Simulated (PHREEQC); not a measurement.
Consider water at 11 °C with 0.028 mol H2SO4, 0.03 mol NaCl and 0.00036 mol KCl per kg of water. Closed to the air; pH follows from the charge balance.

Equilibrium calculation in PHREEQC: Pitzer model, pitzer.dat.

```json
{
 "pH": "1.47",
 "ionic_strength": "0.0878 mol/kgw",
 "specific_conductance": "12700 µS/cm",
 "density": "1.003 g/cm³",
 "osmotic_coefficient": "0.906",
 "total_alkalinity": "-56.0 meq/kg"
}
```

| species | molality | activity | log γ |
|---|---|---|---|
| H+ | 0.0427 | 0.0339 | -0.100 |
| Cl- | 0.0304 | 0.0237 | -0.109 |
| Na+ | 0.0300 | 0.0239 | -0.099 |
| SO4-2 | 0.0147 | 0.00478 | -0.489 |
| HSO4- | 0.0133 | 0.0106 | -0.100 |
| K+ | 0.000360 | 0.000281 | -0.107 |

No solid was allowed to form. Away from 25 °C the constants follow the database's enthalpies or fits; those with neither stay at their 25 °C values.
